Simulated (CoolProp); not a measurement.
Vapour-liquid equilibrium of n-butane (1) + cis-2-butene (2) at 0.0104 MPa; x and y are mole fractions of (1).

Values from CoolProp's multi-fluid Helmholtz-energy mixture model, Bücker 2006 and Lemmon 2005; pair parameters Bell 2016.

```json
[
 {"x": "0.05", "bubble temperature, mixture model (°C)": "-44.5", "bubble temperature, Raoult's law (°C)": "-44.3", "y, mixture model": "0.072", "y, Raoult's law": "0.064"},
 {"x": "0.2", "bubble temperature, mixture model (°C)": "-45.5", "bubble temperature, Raoult's law (°C)": "-45.0", "y, mixture model": "(withheld)", "y, Raoult's law": "0.244"},
 {"x": "0.35", "bubble temperature, mixture model (°C)": "(withheld)", "bubble temperature, Raoult's law (°C)": "-45.7", "y, mixture model": "(withheld)", "y, Raoult's law": "0.411"},
 {"x": "0.5", "bubble temperature, mixture model (°C)": "-46.9", "bubble temperature, Raoult's law (°C)": "-46.4", "y, mixture model": "0.560", "y, Raoult's law": "0.565"},
 {"x": "0.65", "bubble temperature, mixture model (°C)": "(withheld)", "bubble temperature, Raoult's law (°C)": "-47.0", "y, mixture model": "(withheld)", "y, Raoult's law": "0.707"},
 {"x": "0.8", "bubble temperature, mixture model (°C)": "(withheld)", "bubble temperature, Raoult's law (°C)": "-47.6", "y, mixture model": "(withheld)", "y, Raoult's law": "0.839"},
 {"x": "0.95", "bubble temperature, mixture model (°C)": "-48.3", "bubble temperature, Raoult's law (°C)": "-48.2", "y, mixture model": "(withheld)", "y, Raoult's law": "0.961"}
]
```

Complete the blanks.


- 0.2, y, mixture model: 0.258
- 0.35, bubble temperature, mixture model (°C): -46.2
- 0.35, y, mixture model: 0.417
- 0.65, bubble temperature, mixture model (°C): -47.4
- 0.65, y, mixture model: 0.696
- 0.8, bubble temperature, mixture model (°C): -47.9
- 0.8, y, mixture model: 0.828
- 0.95, y, mixture model: 0.958

The largest gap from Raoult's law is -0.5 K in bubble temperature, at x = 0.35. No azeotrope shows between x = 0.05 and 0.95.

The pair parameters rest on a limited set of measurements; away from them the model extrapolates.
